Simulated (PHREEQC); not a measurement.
## Polishing slurry liquid: speciation

Consider water at 20 °C with 0.036 mol KOH and 0.0078 mol Al(NO3)3 per kg of water. Closed to the air; pH follows from the charge balance.

Equilibrium calculation in PHREEQC: ion-association model, phreeqc.dat.

Each row changes one thing in this solution. Precipitation was switched off in this run.

```csv
case,pH,ionic strength (mol/kgw)
as made,11.77,0.0360
KOH from 0.036 to 0.072 mol/kgw,12.67,0.0720
0.0014 mol/kgw KNO3 added,11.77,0.0374
Al(NO3)3 left out,12.64,0.0360
KOH from 0.036 to 0.0072 mol/kgw,5.40,0.0348
Al(NO3)3 from 0.0078 to 0.0117 mol/kgw,6.46,0.0418
```

Some of these states are supersaturated (in Gibbsite (slow to form), Al(OH)3(a), for instance).
